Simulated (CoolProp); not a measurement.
Vapour-liquid equilibrium of carbon dioxide (1) + 1-butene (2) at 227.8 K; x and y are mole fractions of (1).

Values from CoolProp's multi-fluid Helmholtz-energy mixture model, Span 1996 and Lemmon 2005; pair parameters Bell 2016.

```tsv
x	bubble pressure, mixture model (bar)	bubble pressure, Raoult's law (bar)	y, mixture model	y, Raoult's law
0.05	0.7261	0.5650	0.782	0.726
0.2	2.490	1.772	0.943	0.926
0.35	4.028	2.978	0.968	0.964
0.5	5.169	4.185	0.978	0.981
0.65	6.019	5.391	?	0.989
0.8	6.812	6.598	0.989	0.995
0.95	?	7.804	?	0.999
```

Question: Complete the blanks.

Answer: 
- 0.65, y, mixture model: 0.984
- 0.95, bubble pressure, mixture model (bar): 7.796
- 0.95, y, mixture model: 0.997

The largest gap from Raoult's law is +40.5 % in bubble pressure, at x = 0.2. No azeotrope shows between x = 0.05 and 0.95.

The pair parameters rest on a limited set of measurements; away from them the model extrapolates.
